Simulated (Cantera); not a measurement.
A perfectly stirred reactor is fed with CH₃OH : O₂ : N₂ : H₂O = 1 : 1.5 : 5.64 : 0.24 (molar parts), equivalence ratio 1.0, at 1.01 bar; it is adiabatic with a 575 K inlet, and is followed from long to short residence time, starting on the burning branch (τ in s: 0.033, 0.014, 0.0056, 0.0023, 0.00093, 0.00038, 0.00016, 6.4e-05, 2.6e-05, 1.1e-05).

Detailed kinetics in Cantera: GRI-Mech 3.0 (53 species, 325 reactions). GRI-Mech 3.0 was tuned for natural gas; its chemistry of methanol as a main component is partial and can be far from experiment.

Predict: blow-out, bracketed by the residence times tried; x(CH₃OH) at τ = 33.0 ms; x(O₂) at τ = 33.0 ms; x(H₂O) at τ = 33.0 ms; x(NO) at τ = 33.0 ms; x(HCO) at τ = 33.0 ms; x(CH₃OH) at τ = 0.380 ms; x(O₂) at τ = 0.380 ms; x(H₂O) at τ = 0.380 ms; x(NO) at τ = 0.380 ms; x(HCO) at τ = 0.380 ms.


```json
{
  "blow_out_bracketed_by_the_residence_times_tried": "burning at 64.0 µs, out at 26.0 µs",
  "x(CH₃OH) at τ = 33.0 ms": "1.76e-6",
  "x(O₂) at τ = 33.0 ms": "0.00987",
  "x(H₂O) at τ = 33.0 ms": "0.237",
  "x(NO) at τ = 33.0 ms": "0.000981",
  "x(HCO) at τ = 33.0 ms": "1.07e-7",
  "x(CH₃OH) at τ = 0.380 ms": "5.47e-5",
  "x(O₂) at τ = 0.380 ms": "0.0235",
  "x(H₂O) at τ = 0.380 ms": "0.215",
  "x(NO) at τ = 0.380 ms": "4.32e-5",
  "x(HCO) at τ = 0.380 ms": "8.72e-6"
}
```
